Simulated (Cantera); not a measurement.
Charge: 1 mol Si₃H₈, 0.15 mol Cl₂, 8 mol N₂, 0.16 mol HCl, held at 2.78 Torr.

Cantera equilibrium calculation (NASA polynomials, part measured and part estimated; ideal gas, pure solids and liquids). Candidate condensed phases: NH₄Cl, Si, Si₃N₄; 28 gas species. The feed counts by its element totals alone. N₂ is the only nitrogen source here; it is nearly inert below about 1500 K, so the nitride shown seldom forms there in practice. The tables' values for SiCl, SiCl₃ are old estimates; treat these amounts as uncertain. Kinetics and transport are ignored.

x: gas mole fraction; n: condensed amount in mol.

```csv
T (K),x N₂,x H₂,x HCl,x SiCl₂,x H,x Si,x Cl,n Si₃N₄(s)
898,0.582,0.373,0.0446,9.27e-10,1.10e-9,<1e-12,1.28e-10,1.000
998,0.582,0.373,0.0446,3.28e-8,2.16e-8,<1e-12,2.41e-9,1.000
1098,0.582,0.373,0.0446,6.02e-7,2.48e-7,<1e-12,2.66e-8,1.000
1198,0.582,0.373,0.0446,6.73e-6,1.91e-6,<1e-12,1.98e-7,1.000
1298,0.582,0.373,0.0445,[?],[?],[?],[?],1.000
1398,0.582,0.374,0.0440,0.000285,4.75e-5,3.93e-9,4.61e-6,0.999
1498,0.582,0.374,0.0422,0.00117,0.000173,2.07e-7,1.57e-5,0.996
1598,0.583,0.376,[?],[?],[?],[?],[?],0.988
1698,0.583,0.378,0.0304,0.00689,0.00146,0.000139,9.14e-5,0.975
```

Q: Some entries are withheld; supply them.

A: 
- 1598, x HCl: 0.0376
- 1598, x SiCl₂: 0.00339
- 1598, x H: 0.000536
- 1598, x Si: 6.62e-6
- 1598, x Cl: 4.25e-5
- 1298, x SiCl₂: 5.13e-5
- 1298, x H: 1.08e-5
- 1298, x Si: 3.99e-11
- 1298, x Cl: 1.08e-6
